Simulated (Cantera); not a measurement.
Charge: 1 mol Si₃H₈, 87 mol N₂.

These are equilibrium values from Cantera (NASA tables, ideal gas, pure condensed phases), not measurements of a reactor. Candidate condensed phases: Si, Si₃N₄; 18 gas species. The feed counts by its element totals alone. N₂ is the only nitrogen source here; it is nearly inert below about 1500 K, so the nitride shown seldom forms there in practice. The numbers say what is thermodynamically allowed, not how fast it happens.

Stable condensed phases, one row left out:

```
T in °C \ P in Pa
            100    350   1300   4500  16000  56000 200000
   1475       A      A      B      B      B      B      B
   1375       B      B      B      B      B      B      B
   1325       B      B      B      B      B      B      B
   1275       B      B      B      B      B      B      B
   1225       B      B      B      B      B      B      B
   1175       B      B      B      B      B      B      B
   1125       B      B      B      B      B      B      B
   1075       B      B      B      B      B      B      B
   1025       B      B      B      B      B      B      B
    975       B      B      B      B      B      B      B
    925       B      B      B      B      B      B      B
```

A: Si; B: Si₃N₄.

### Question
Give the row for 1425 °C.

### Answer
100: Si; 350: Si₃N₄; 1300: Si₃N₄; 4500: Si₃N₄; 16000: Si₃N₄; 56000: Si₃N₄; 200000: Si₃N₄.
